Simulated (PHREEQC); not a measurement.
Dissolve 0.0081 mol/kgw NaHS and 0.02 mol/kgw ZnSO4 at 20 °C. Closed to the air; pH follows from the charge balance.

Equilibrium calculation in PHREEQC: ion-association model, phreeqc.dat.

### Question
The ionic strength comes out as 0.0496 mol/kgw. What activity coefficients do NaSO4-, H+, SO4-2, ZnOH+, Zn(SO4)2-2 get?

### Answer
NaSO4- 0.83, H+ 0.86, SO4-2 0.47, ZnOH+ 0.82, Zn(SO4)2-2 0.46.

Precipitation was switched off in this run. Examples of supersaturated solids here: Sphalerite (slow to form). Others may be too. Complexes and solids missing from the database can't appear.
